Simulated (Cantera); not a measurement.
Input: 1 mol SiH2Cl2, 0.069 mol C3H8, 180 mol H2, held at 0.133 bar.

Equilibrium computed with Cantera from the NASA thermochemical tables; the gas is ideal and each condensed phase is pure. Candidate condensed phases: C, C6H6, C7H8, C8H18, Si, SiC; 109 gas species. Mutual solubility and eutectic melting of coexisting phases are not modelled. Gases not in the tables: Si2H6 and higher silanes. Kinetics and transport are ignored.

**Question.** What share of the Si ends up in condensed phases as a function of T (K), at 1425, 1575, 1725, 1875, 2025, 2175, 2325, 2475?

**Answer.** 
| T (K) | Si condensed (%) | as |
|---|---|---|
| 1425 | 93.9 | Si(s) + SiC(s) |
| 1575 | 93.3 | Si(s) + SiC(s) |
| 1725 | 92.7 | Si(l) + SiC(s) |
| 1875 | 91.6 | Si(l) + SiC(s) |
| 2025 | 81.8 | Si(l) + SiC(s) |
| 2175 | 36.9 | Si(l) + SiC(s) |
| 2325 | 0.0 | - |
| 2475 | 0.0 | - |
